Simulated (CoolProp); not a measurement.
Values from CoolProp's reference Helmholtz-energy equation of state, Lemmon 2003. It is a pseudo-pure fit of the blend.

### Question
For R404A, give the phase and the Z, cp (kJ/(kg K)), speed of sound (m/s), isothermal compressibility (1/MPa) at 208.2 K and 5.51 bar; 265.6 K and 15.1 bar; 382.7 K and 47.8 bar.

### Answer
- 208.2 K and 5.51 bar: liquid; Z 0.0228, cp 1.22, speed of sound 817, isothermal compressibility 0.00168
- 265.6 K and 15.1 bar: liquid; Z 0.0564, cp 1.35, speed of sound 545, isothermal compressibility 0.00440
- 382.7 K and 47.8 bar: supercritical; Z 0.608, cp 1.70, speed of sound 135, isothermal compressibility 0.373
